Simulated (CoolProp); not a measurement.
R236EA at several states: density (kg/m³) from the reference equation and from simpler models built on Tc = 412.4 K, pc = 3.414 MPa, ω = 0.368; each cubic takes its own stable root.

Computed with CoolProp (reference Helmholtz-energy equation of state, Rui 2013).

```tsv
T (K)	p (MPa)	phase	reference
383.2	0.365	gas	18.33
272.7	0.393	liquid	1505
292.7	0.239	liquid	1444
360.1	6	liquid	1243
399.9	0.554	gas	27.11
```

How far does each simpler model (Redlich-Kwong, Soave-Redlich-Kwong) lie from the reference over these 5 states: mean and median of the absolute difference, and the worst?


- Redlich-Kwong: mean 25.4 %, median 13.4 %, worst -98.9 % at 292.7 K and 0.239 MPa
- Soave-Redlich-Kwong: mean 5.5 %, median 8.6 %, worst -9.8 % at 360.1 K and 6 MPa

At some of these states Redlich-Kwong gives the other phase, because its saturation line lies elsewhere.
